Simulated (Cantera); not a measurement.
## Ignition delay

Mixture: 3.73 % CH4, 11.8 % O2, 81.7 % N2, 2.76 % CO2, equivalence ratio 0.63, at 0.390 bar, adiabatic and at constant volume. Ignition delay is the time to a rise of 400 K.

Cantera simulation using GRI-Mech 3.0 (53 species, 325 reactions); the numbers are that mechanism's predictions, not measurements.

| T0 (K) | delay (ms) |
|---|---|
| 1125 | 452 |
| 1200 | 139 |
| 1275 | 47.1 |
| 1350 | 17.6 |
| 1425 | 7.32 |
| 1500 | 3.42 |
| 1575 | 1.77 |

```
Property                                                Result
--------------------------------------------------  ----------
apparent activation energy between 1425 and 1575 K  180 kJ/mol
```
